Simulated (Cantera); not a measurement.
## Halide evaporation, hydrolysis and transport: CsCl + H₂O + H₂

Feed: 1 mol CsCl, 0.14 mol H₂O, 390 mol H₂, equilibrated at 2025 K.

Method: chemical equilibrium by Gibbs-energy minimisation in Cantera with the NASA 1993 tables (ideal gas, pure condensed phases). Candidate condensed phases: Cs, CsCl, CsOH, H₂O; 22 gas species. The numbers say what is thermodynamically allowed, not how fast it happens.

| P (Pa) | log p H₂ | log p H | log p Cs | log p CsCl | log p HCl | log p Cl | log p H₂O |
|---|---|---|---|---|---|---|---|
| 0.100 | -6.74 | -6.09 | -8.82 | -11.19 | -9.46 | -8.94 | -10.16 |
| 0.720 | -5.45 | -5.44 | -7.87 | -9.54 | -8.12 | -8.24 | -8.79 |
| 5.20 | -4.40 | -4.92 | -6.96 | -8.09 | -7.05 | -7.70 | -7.80 |
| 37 | -3.48 | -4.45 | -6.13 | -6.82 | -6.16 | -7.26 | -6.90 |
| 270 | -2.59 | -4.01 | -5.34 | -5.67 | -5.35 | -6.90 | -6.03 |
| 1900 | -1.73 | -3.58 | -4.61 | -4.63 | -4.61 | -6.59 | -5.17 |
| 14000 | -0.86 | -3.14 | -3.90 | -3.64 | -3.90 | -6.31 | -4.30 |
| 100000 | 0.00 | -2.72 | -3.22 | -2.71 | -3.22 | -6.06 | -3.45 |
log p: log10 of the partial pressure in bar; nothing condenses.

From 1.00e-6 bar to 1.00 bar nothing is condensed. The main Cs-bearing gas is Cs at 1.00e-6 bar and CsCl at 1.00 bar.
